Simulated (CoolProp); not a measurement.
A single-stage vapour-compression cycle with the fluid: evaporating at 267.15 K (dew point), condensing at 313.15 K (bubble point), superheat 5 K, subcooling 5 K, compressor efficiency 0.7, no pressure losses. The same conditions are run with several fluids, on thermodynamics alone (safety and materials aside).

Values from CoolProp's reference Helmholtz-energy equation of state of each fluid (hydrogen chloride: Thol 2018; propane: Lemmon 2009; R143a: Lemmon and Jacobsen 2000; sulfur dioxide: Gao 2016; R245ca: Zhou 2016; R1233zd(E): Akasaka 2022).

Question: Rank hydrogen chloride, propane, R143a, sulfur dioxide, R245ca, R1233zd(E) by cooling COP, highest first.

Answer: R1233zd(E) (3.55), R245ca (3.51), sulfur dioxide (3.46), propane (3.31), R143a (3.11), hydrogen chloride (2.72)

```tsv
fluid	pressure ratio	discharge temperature (K)	refrigerating effect (kJ/kg)	volumetric capacity (kJ/m³)
hydrogen chloride	2.97	391.7	242	10900
propane	3.48	335.2	284	2390
R143a	3.58	334.5	134	2930
sulfur dioxide	5.22	422.7	332	1170
R245ca	6.83	329.1	170	258
R1233zd(E)	5.83	333.8	161	351
```
